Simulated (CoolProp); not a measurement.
Vapour-liquid equilibrium of R1234yf (1) + isobutane (2) at 0.0484 bar; x and y are mole fractions of (1).

Computed with CoolProp (multi-fluid Helmholtz-energy mixture model, Lemmon 2022 and Bücker 2006; pair parameters Bell 2016).

```
x     bubble temperature, mixture model (K)  bubble temperature, Raoult's law (K)  y, mixture model  y, Raoult's law
----  -------------------------------------  ------------------------------------  ----------------  ---------------
0.05                                  197.4                                 202.4             0.378            0.109
0.15                                  192.9                                 200.8             0.591            0.293
0.25                                  191.4                                 199.3             0.652            0.440
0.35                                  190.9                                 197.9             0.675            0.560
0.45                                  190.7                                 196.7             0.687            0.660
0.55                                  190.6                                 195.6             0.698            0.744
0.65                                  190.5                                 194.6             0.716            0.816
0.75                                  190.4                                 193.7             0.748            0.878
0.85                                  190.5                                 192.8             0.805            0.931
0.95                                  191.1                                 192.0             0.913            0.979
```

The largest gap from Raoult's law is -7.9 K in bubble temperature, at x = 0.25. y crosses x between x = 0.65 and 0.75: the model has an azeotrope there.

The pair parameters rest on a limited set of measurements; away from them the model extrapolates.
